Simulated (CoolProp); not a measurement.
Saturation properties of water (Tc = 647.1 K, pc = 22060 kPa, ω = 0.344).

Values from CoolProp's reference Helmholtz-energy equation of state, Wagner 2002.

```csv
T (K),p (kPa),liquid density (kg/m³),vapour density (kg/m³),enthalpy of vaporisation (kJ/kg),liquid cp (kJ/(kg K)),vapour viscosity (µPa s)
487.5,2079,847.4,10.43,1882,4.578,16.2
493.4,2331,839.9,11.67,1856,[?],16.4
499.3,2605,832.2,13.03,1830,4.658,16.6
505.3,2909,824.2,14.54,1803,4.705,16.8
511.2,3234,816.1,16.18,1775,4.754,17.0
517.2,[?],807.6,17.99,1745,4.810,17.2
523.1,[?],799.0,19.95,1715,4.870,17.4
529,4384,790.1,22.09,[?],4.935,17.6
535,4835,780.7,24.47,[?],5.009,17.9
540.9,5312,[?],27.03,1618,5.090,18.1
546.9,5833,761.1,29.89,1582,5.181,18.4
552.8,6383,750.9,32.97,[?],5.283,[?]
```

Question: Some entries are withheld; supply them.

Answer: 
- 493.4, liquid cp (kJ/(kg K)): 4.616
- 517.2, p (kPa): 3592
- 523.1, p (kPa): 3973
- 529, enthalpy of vaporisation (kJ/kg): 1684
- 535, enthalpy of vaporisation (kJ/kg): 1651
- 540.9, liquid density (kg/m³): 771.2
- 552.8, enthalpy of vaporisation (kJ/kg): 1545
- 552.8, vapour viscosity (µPa s): 18.6

It boils at 373.1 K under 1 atm.

Viscosity comes from a separate model (Huber 2009).
